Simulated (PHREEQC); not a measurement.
1 kg of water holding 0.0052 mol MgCl2, 0.036 mol CaCl2, 0.28 mol SrCl2, 0.29 mol NaCl and 0.11 mol KCl is evaporated at 15 °C; the solids stay in contact with the brine. The system is closed to CO2. Only these solids could form: Bischofite, Brucite, Carnallite, Halite, Portlandite, Sylvite, MgCl2_4H2O.

Computed with PHREEQC (Pitzer model, pitzer.dat).

Question: Predict ionic strength, water activity, Halite (mol) at water left (kg) = 0.4563, 0.09502.

Answer: 
```json
[
 {"water left (kg)": "0.4563", "ionic strength": "2.99", "water activity": "0.932", "Halite (mol)": "0"},
 {"water left (kg)": "0.09502", "ionic strength": "12.0", "water activity": "0.623", "Halite (mol)": "0.170"}
]
```

Complexes and solids missing from the database can't appear.
